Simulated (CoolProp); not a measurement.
R1233zd(E) at 298.15 K and 11 MPa is throttled through a valve to 6.14 MPa with no heat exchange. Each further row changes one setting.

The numbers come from the reference Helmholtz-energy equation of state, Akasaka 2022 in CoolProp.

```csv
case,temperature change (K),final density (kg/m³)
as stated,?,1280
outlet pressure 1.84 MPa,?,?
outlet pressure 7.98 MPa,+1.0,1280
```

**Question.** What belongs in the gaps?

**Answer.** 
- as stated, temperature change (K): +1.6
- outlet pressure 1.84 MPa, temperature change (K): +2.9
- outlet pressure 1.84 MPa, final density (kg/m³): 1260
